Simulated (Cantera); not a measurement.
A closed system holds: 1 mol TiO2, 2.9 mol C, 2.9 mol H2, held at 5.10 bar.

These are equilibrium values from Cantera (NASA tables, ideal gas, pure condensed phases), not measurements of a reactor. Candidate condensed phases: C, C6H6, C7H8, C8H18, H2O, Ti, TiC, TiO, TiO2, Ti2O3, Ti3O5, Ti4O7; 113 gas species. Kinetics and transport are ignored. All values below are at 1500 K.

Base state: H2 0.885, CO 0.103, CH4 0.0103, H2O 0.000802, CO2 3.62e-5, C2H4 1.03e-5 (mole fractions); condensed: C(graphite) + Ti3O5(s).

Question: What changes in the equilibrium state with this change: pressure from 5.10 bar to 1.00 bar?

Answer: 
```json
[
 {"species": "H2", "before": "0.885", "after": "0.743"},
 {"species": "CO", "before": "0.103", "after": "0.255"},
 {"species": "CH4", "before": "0.0103", "after": "0.00142"},
 {"species": "C2H4", "before": "1.03e-5", "after": "1.42e-6"},
 {"species": "H2O", "before": "0.000802", "after": "0.000326"},
 {"species": "H", "before": "7.33e-6", "after": "1.52e-5"},
 {"species": "CO2", "before": "3.62e-5", "after": "4.33e-5"},
 {"species": "C(graphite), mol", "before": "2.54", "after": "1.51"},
 {"species": "Ti3O5(s), mol", "before": "0.333", "after": "0.201"},
 {"species": "TiC(s), mol", "before": "0", "after": "0.396"}
]
```
Mutual solubility and eutectic melting of coexisting phases are not modelled. TiC: taken at fixed stoichiometry.
